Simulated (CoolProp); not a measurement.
Model: reference Helmholtz-energy equation of state, McLinden 2020, in CoolProp.

Problem. Give the vapour pressure (kPa), enthalpy of vaporisation (kJ/kg), vapour Z of saturated R1336mzz(Z) at 263.8, 276.6, 315.1 K.

Solution. 
```json
[
 {"T (K)": "263.8", "p (kPa)": "15.4", "enthalpy of vaporisation (kJ/kg)": "183", "vapour Z": "0.986"},
 {"T (K)": "276.6", "p (kPa)": "29.2", "enthalpy of vaporisation (kJ/kg)": "178", "vapour Z": "0.978"},
 {"T (K)": "315.1", "p (kPa)": "137", "enthalpy of vaporisation (kJ/kg)": "161", "vapour Z": "0.936"}
]
```
